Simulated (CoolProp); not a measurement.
Values from CoolProp's reference Helmholtz-energy equation of state, Bücker 2006.

### Question
For n-butane, give the phase and the density (kg/m³), expansivity (1/kK) at 212.3 K and 2.26 MPa; 447 K and 2.08 MPa.

### Answer
- 212.3 K and 2.26 MPa: liquid; density 664, expansivity 1.43
- 447 K and 2.08 MPa: gas; density 39.6, expansivity 4.29
